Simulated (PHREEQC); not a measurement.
# Acid rinse or clean

Dissolve 0.015 mol/kgw HCl and 0.00027 mol/kgw CaCl2 at 20 °C. Closed to the air; pH follows from the charge balance.

Equilibrium calculation in PHREEQC: ion-association model, phreeqc.dat.

This is a speciation only: nothing precipitates in the calculation.

Problem. Estimate the pH.

Solution. pH 1.87.

Species that the database lacks are ignored.
